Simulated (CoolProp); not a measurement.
Vapour-liquid equilibrium of acetone (1) + n-hexane (2) at 366.6 K; x and y are mole fractions of (1).

Model: multi-fluid Helmholtz-energy mixture model, Lemmon 2006 and Thol 2019; pair parameters Bell 2016, in CoolProp.

Question: Give the bubble pressure and the first vapour's composition at x = 0.425, 0.5, 0.875. Is there an azeotrope?

Answer: x = 0.425: 0.3548 MPa, y = 0.560; x = 0.5: 0.3607 MPa, y = 0.591; x = 0.875: 0.3503 MPa, y = 0.808. y crosses x between x = 0.65 and 0.725: the model has an azeotrope there.

Pair parameters are fitted to limited data, so mixtures are less certain than the pure fluids.
